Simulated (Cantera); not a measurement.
A closed system holds: 1 mol SO2, 4 mol O2, 16 mol H2, 5.3 mol H2O, equilibrated at 3248 K and 1.00 bar.

Method: chemical equilibrium by Gibbs-energy minimisation in Cantera with the NASA 1993 tables (ideal gas, pure condensed phases). Candidate condensed phases: H2O, H2SO4, S; 19 gas species. The numbers say what is thermodynamically allowed, not how fast it happens.

### Question
What is the equilibrium state?

### Answer
| Item | Result |
|---|---|
| x(H2O) | 0.371 |
| x(H2) | 0.286 |
| x(H) | 0.171 |
| x(OH) | 0.0877 |
| x(O) | 0.0312 |
| x(SO) | 0.0171 |
| x(O2) | 0.0158 |
| x(SO2) | 0.0136 |
| x(S) | 0.00417 |
| gas amount | 27.04 mol |
| log10 activity of S(l) (absent) | -3.98 |
